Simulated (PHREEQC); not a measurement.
## Brine: an equilibrium model

Solution (25 °C): 1.2 mol/kgw NaBr and 0.074 mol/kgw CaCl2. Closed to the air; pH follows from the charge balance.

The numbers come from PHREEQC with the Pitzer model, pitzer.dat.

This is a speciation only: nothing precipitates in the calculation.

**Question.** Predict the activity of water.

**Answer.** activity of water 0.955.

Complexes and solids missing from the database can't appear.
